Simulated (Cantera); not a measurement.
Input: 1 mol SiH2Cl2, 12 mol H2O, 12 mol H2, held at 0.133 bar.

Cantera equilibrium calculation (NASA polynomials, part measured and part estimated; ideal gas, pure solids and liquids). Candidate condensed phases: H2O, Si, SiO2; 30 gas species. The tables hold silica as quartz up to 1696 K and as liquid above; real silica turns to tridymite and cristobalite and melts near 1996 K. The numbers say what is thermodynamically allowed, not how fast it happens. All values below are at 877 °C.

Base state: H2 0.538, H2O 0.385, HCl 0.0769 (mole fractions); condensed: SiO2(β-quartz).

**Question.** What changes in the equilibrium state with this change: SiH2Cl2 replaced by TEOS?

**Answer.** 
| species | before | after |
|---|---|---|
| H2 | 0.538 | 0.691 |
| CO | 0 | 0.166 |
| H2O | 0.385 | 0.119 |
| HCl | 0.0769 | 0 |
| CO2 | 0 | 0.0241 |
| SiO2(β-quartz), mol | 1.00 | 1.00 |
The feed counts by its element totals alone. Further candidate phases: C, C6H6, C7H8, C8H18, SiC.
